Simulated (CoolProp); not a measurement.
The fluid at 445 K and 10.4 MPa is throttled through a valve to 5.94 MPa with no heat exchange. The same conditions are run with several fluids, on thermodynamics alone (safety and materials aside).

Values from CoolProp's reference Helmholtz-energy equation of state of each fluid (R1233zd(E): Akasaka 2022; ethylene: Smukala 2000; propyne: Polt 1992; R142b: Lemmon 2006; R152A: Outcalt 1996). The equations of Platzer and Polt are older, rougher fits.

Q: Rank R1233zd(E), ethylene, propyne, R142b, R152A by temperature change (K), highest first.

A: R1233zd(E) (-4.5), R142b (-14.5), ethylene (-15.1), R152A (-29.6), propyne (-33.9)

```
fluid       final density (kg/m³)
----------  ---------------------
R1233zd(E)                    817
ethylene                     51.4
propyne                       147
R142b                         537
R152A                         229
```
